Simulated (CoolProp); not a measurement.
Values from CoolProp's reference Helmholtz-energy equation of state, Thol 2017.

Q: Give the vapour pressure (kPa), vapour density (kg/m³), enthalpy of vaporisation (kJ/kg), liquid cp (kJ/(kg K)) of saturated octamethyltrisiloxane (MDM) at 22.15, 34.45, 46.75 °C.

A: 
```csv
T (°C),p (kPa),vapour density (kg/m³),enthalpy of vaporisation (kJ/kg),liquid cp (kJ/(kg K))
22.15,0.413,0.0399,205,1.78
34.45,0.905,0.0839,201,1.80
46.75,1.83,0.164,196,1.83
```
